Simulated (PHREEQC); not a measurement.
Make-up at 85 °C: 0.0099 mol/kgw HCl and 0.26 mol/kgw KCl. Closed to the air; pH follows from the charge balance.

Equilibrium calculation in PHREEQC: ion-association model, phreeqc.dat.

The ionic strength comes out as 0.270 mol/kgw. What activity coefficients do Cl-, H+, K+ get?

Cl- 0.66, H+ 0.77, K+ 0.66.

Precipitation was switched off in this run. Constants without temperature data keep their 25 °C values here.
